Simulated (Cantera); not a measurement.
An isothermal, constant-pressure homogeneous reactor starts with NH₃ : H₂ = 1 : 0.11 (molar parts), at 2375 K and 90000 Pa.

Computed with Cantera and the gas-phase N/H chemistry of the illustrative SiF4/NH3 mechanism in the Surface Chemkin manual (1991). Walls and surfaces, which speed up NH3 decomposition in real reactors, are not modelled.

One state of this run: x NH₃ = 0.370; x H₂ = 0.488; x N = 9.56e-6; x N₂H₂ = 1.01e-5; x N₂H₄ = 2.73e-7. x: mole fraction; the columns are a selection and need not sum to one.

Task: Which value of t (s) does it belong to?
A. 0.00447
B. 4.60e-5
C. 0.000211
D. 0.000972

Result: D, 0.000972
